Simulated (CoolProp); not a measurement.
Vapour pressure (bar) of R113: the reference equation beside estimates from Tc = 214.1 °C, pc = 33.92 bar, ω = 0.253. Clausius-Clapeyron is anchored at 31.35 °C with a constant enthalpy of vaporisation of 28.00 kJ/mol.

The numbers come from the reference Helmholtz-energy equation of state, Marx 1992 in CoolProp.

```json
[
 {"T (°C)": "-10.65", "reference": "0.08753", "Clausius-Clapeyron": "0.09751", "van der Waals": "1.537", "Redlich-Kwong": "0.2037", "Soave-Redlich-Kwong": "0.08732"},
 {"T (°C)": "-0.15", "reference": "0.1493", "Clausius-Clapeyron": "0.1597", "van der Waals": "___", "Redlich-Kwong": "0.3261", "Soave-Redlich-Kwong": "0.1486"},
 {"T (°C)": "10.35", "reference": "0.2431", "Clausius-Clapeyron": "0.2522", "van der Waals": "2.463", "Redlich-Kwong": "0.4997", "Soave-Redlich-Kwong": "0.2416"},
 {"T (°C)": "20.85", "reference": "0.3797", "Clausius-Clapeyron": "0.3854", "van der Waals": "3.045", "Redlich-Kwong": "0.7374", "Soave-Redlich-Kwong": "0.3774"},
 {"T (°C)": "31.35", "reference": "0.5720", "Clausius-Clapeyron": "0.5720", "van der Waals": "3.715", "Redlich-Kwong": "1.053", "Soave-Redlich-Kwong": "0.5687"},
 {"T (°C)": "41.85", "reference": "0.8345", "Clausius-Clapeyron": "0.8270", "van der Waals": "4.477", "Redlich-Kwong": "___", "Soave-Redlich-Kwong": "0.8306"},
 {"T (°C)": "52.25", "reference": "1.180", "Clausius-Clapeyron": "___", "van der Waals": "5.328", "Redlich-Kwong": "___", "Soave-Redlich-Kwong": "1.176"},
 {"T (°C)": "62.75", "reference": "1.631", "Clausius-Clapeyron": "1.608", "van der Waals": "6.290", "Redlich-Kwong": "2.606", "Soave-Redlich-Kwong": "1.629"},
 {"T (°C)": "73.25", "reference": "2.206", "Clausius-Clapeyron": "2.179", "van der Waals": "7.359", "Redlich-Kwong": "3.378", "Soave-Redlich-Kwong": "2.207"},
 {"T (°C)": "83.75", "reference": "2.924", "Clausius-Clapeyron": "2.901", "van der Waals": "8.540", "Redlich-Kwong": "4.303", "Soave-Redlich-Kwong": "2.931"},
 {"T (°C)": "94.25", "reference": "3.806", "Clausius-Clapeyron": "3.798", "van der Waals": "9.837", "Redlich-Kwong": "5.395", "Soave-Redlich-Kwong": "3.823"}
]
```

Task: What belongs in the gaps?

Result: 
- -0.15, van der Waals: 1.963
- 41.85, Redlich-Kwong: 1.461
- 52.25, Clausius-Clapeyron: 1.164
- 52.25, Redlich-Kwong: 1.970

Absolute difference from the reference over all 11 rows, mean and median: Clausius-Clapeyron 2.7 and 1.4 %, van der Waals 608.5 and 436.5 %, Redlich-Kwong 79.9 and 75.1 %, Soave-Redlich-Kwong 0.4 and 0.4 %.
